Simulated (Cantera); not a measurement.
What does this Cantera script print?

```python
import numpy as np
import cantera as ct

gas_names = """
    Fe FeO N NO NO2 NO3 N2 N2O O O2 O3 S SN SO SO2 SO3 S2 S2O S8
""".split()
cond_names = """
    Fe(a) Fe(c) Fe(d) Fe(L) FeO(s) FeO(L) FeS(a) FeS(b) FeS(c) FeS(L) FeSO4(s) FeS2(s) Fe2O3(s)
    Fe2S3O12(s) Fe3O4(s) S(cr1) S(cr2) S(L)
""".split()


def load(file, names, dense=False):
    # The tables refer to 1 bar. Condensed volumes are neglected.
    table = {s.name: s for s in ct.Species.list_from_file(file)}
    out = []
    for n in names:
        d = dict(table[n].input_data)
        d["thermo"] = dict(d["thermo"], **{"reference-pressure": 1e5})
        if dense:
            d["equation-of-state"] = {"model": "constant-volume", "density": "1e6 g/cm^3"}
        out.append(ct.Species.from_dict(d))
    return out


gas = ct.Solution(thermo="ideal-gas", species=load("nasa_gas.yaml", gas_names))
cond = {s.name: ct.Solution(thermo="fixed-stoichiometry", species=[s], name=s.name)
        for s in load("nasa_condensed.yaml", cond_names, dense=True)}
atoms = {
    'FeS2': {'Fe': 1, 'S': 2},
    'SO2': {'S': 1, 'O': 2},
    'N2': {'N': 2},
}
top_T = {'FeSO4(s)': 950, 'FeS2(s)': 1010, 'Fe2O3(s)': 1830, 'Fe2S3O12(s)': 1100, 'Fe3O4(s)': 1870}  # K; cautious upper limits of use, not melting points


def equilibrate(T, P, feed):
    n = {}
    for name, mol in feed.items():
        for a, k in atoms[name].items():
            n[a] = n.get(a, 0.0) + k * mol
    gas.TPX = T, P, n
    mass = sum(n.values()) * gas.mean_molecular_weight
    gas.equilibrate("TP")
    valid = [c for c in cond.values() if c.min_temp <= T <= top_T.get(c.name, c.max_temp)]
    mix = ct.Mixture([(gas, mass / gas.mean_molecular_weight)] + [(c, 0.0) for c in valid])
    mix.T, mix.P = T, P
    mix.equilibrate("TP", solver="vcs", rtol=1e-11, max_steps=5000)
    return mix


results = []
feed = {'FeS2': 1, 'SO2': 0.2, 'N2': 3.5}  # mol
P = 100000  # Pa
for T in [798, 948, 1098, 1248, 1398, 1548, 1698, 1848]:
    mix = equilibrate(T, P, feed)
    results.append((T, P, feed, dict(zip(mix.species_names, mix.species_moles))))
    x = sorted(zip(gas.X, gas.species_names), reverse=True)
    print(f"T = {T:g} K  P = {P:g} Pa  gas = {mix.phase_moles(0):.4g} mol")
    print("   x: " + "  ".join(f"{s} {v:.3e}" for v, s in x if v > 1e-05))
    print("   condensed (mol): " + ("  ".join(f"{mix.phase(i).name} {mix.phase_moles(i):.4g}"
          for i in range(1, mix.n_phases) if mix.phase_moles(i) > 1e-12) or "none"))
```

Result:

```
T = 798 K  P = 100000 Pa  gas = 3.701 mol
   x: N2 9.458e-01  SO2 5.385e-02  S2 3.328e-04  S2O 3.754e-05
   condensed (mol): FeS2(s) 0.999  Fe3O4(s) 0.0003339
T = 948 K  P = 100000 Pa  gas = 4.01 mol
   x: N2 8.728e-01  S2 7.640e-02  SO2 4.891e-02  S2O 1.921e-03
   condensed (mol): FeS(c) 0.6243  FeS2(s) 0.3757
T = 1098 K  P = 100000 Pa  gas = 4.197 mol
   x: N2 8.338e-01  S2 1.173e-01  SO2 4.642e-02  S2O 2.415e-03  SO 3.067e-05
   condensed (mol): FeS(c) 1
T = 1248 K  P = 100000 Pa  gas = 4.198 mol
   x: N2 8.338e-01  S2 1.174e-01  SO2 4.642e-02  S2O 2.297e-03  SO 1.519e-04
   condensed (mol): FeS(c) 1
T = 1398 K  P = 100000 Pa  gas = 4.198 mol
   x: N2 8.337e-01  S2 1.173e-01  SO2 4.627e-02  S2O 2.204e-03  SO 5.321e-04
   condensed (mol): FeS(c) 1
T = 1548 K  P = 100000 Pa  gas = 4.199 mol
   x: N2 8.335e-01  S2 1.171e-01  SO2 4.584e-02  S2O 2.121e-03  SO 1.455e-03  S 2.389e-05
   condensed (mol): FeS(L) 1
T = 1698 K  P = 100000 Pa  gas = 4.202 mol
   x: N2 8.330e-01  S2 1.166e-01  SO2 4.493e-02  SO 3.306e-03  S2O 2.036e-03  S 1.059e-04
   condensed (mol): FeS(L) 1
T = 1848 K  P = 100000 Pa  gas = 4.206 mol
   x: N2 8.322e-01  S2 1.156e-01  SO2 4.333e-02  SO 6.500e-03  S2O 1.940e-03  S 3.684e-04
   condensed (mol): FeS(L) 1
```

Method: chemical equilibrium by Gibbs-energy minimisation in Cantera with the NASA 1993 tables (ideal gas, pure condensed phases). FeS: taken at fixed stoichiometry. Gases not in the tables: S3 to S7.
